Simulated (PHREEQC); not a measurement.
Solution (55 °C): 81 mmol/kgw H2SO4, 0.33 mmol/kgw CuSO4 and 5 mmol/kgw MgSO4. Closed to the air; pH follows from the charge balance.

Model: ion-association model, phreeqc.dat, run in PHREEQC.

```csv
quantity,before,after
pH,1.14,1.77
ionic strength (mol/kgw),0.110,0.0353
HSO4- (mol/kgw),0.0730,0.0128
SO4-2 (mol/kgw),0.0112,0.00646
Cu+2 (mol/kgw),0.000246,0.000237
```

Problem. Which change was made?
A) temperature from 55 to 40 °C
B) MgSO4 left out
C) H2SO4 from 0.081 to 0.0162 mol/kgw
D) H2SO4 left out
E) diluted 2-fold with water

Solution. C, H2SO4 from 0.081 to 0.0162 mol/kgw

No solid was allowed to form. Away from 25 °C the constants follow the database's enthalpies or fits; those with neither stay at their 25 °C values.
